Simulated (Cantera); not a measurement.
A perfectly stirred reactor is fed with H2 : O2 : N2 : H2O = 1 : 0.61 : 2.29 : 0.96 (molar parts), equivalence ratio 0.82, at 1.01 bar; it is adiabatic with a 450 K inlet, and is followed from long to short residence time, starting on the burning branch (τ in s: 0.02, 0.009, 0.0041, 0.0018, 0.00082, 0.00037, 0.00017, 7.4e-05, 3.3e-05, 1.5e-05, 6.7e-06, 3e-06).

Computed with Cantera and the H2/O2 subset of GRI-Mech 3.0, which has no nitrogen chemistry.

x: mole fraction; the columns are a selection and need not sum to one.

```tsv
τ (s)	T (K)	x H2	x O2	x H2O	x OH	x H
0.020	1894	0.00240	0.0254	0.444	0.00358	0.000233
0.0090	1879	?	0.0258	0.442	?	?
0.0041	1857	0.00588	0.0266	0.438	0.00543	0.000941
0.0018	1823	0.00907	0.0278	0.433	0.00655	0.00190
0.00082	1776	0.0132	0.0296	0.425	0.00755	0.00356
0.00037	1712	0.0184	0.0322	0.416	0.00827	0.00638
0.00017	1629	0.0246	0.0357	0.405	0.00840	0.0105
7.4e-5	1517	0.0334	0.0410	0.389	0.00758	0.0164
3.3e-5	1363	0.0524	0.0519	0.364	0.00524	0.0203
1.5e-5	450	0.206	0.126	0.198	<1e-12	<1e-12
6.7e-6	450	0.206	0.126	0.198	<1e-12	<1e-12
3.0e-6	450	0.206	0.126	0.198	<1e-12	<1e-12
```

Task: Fill in the missing entries.

Result: 
- 0.0090, x H2: 0.00379
- 0.0090, x OH: 0.00444
- 0.0090, x H: 0.000471
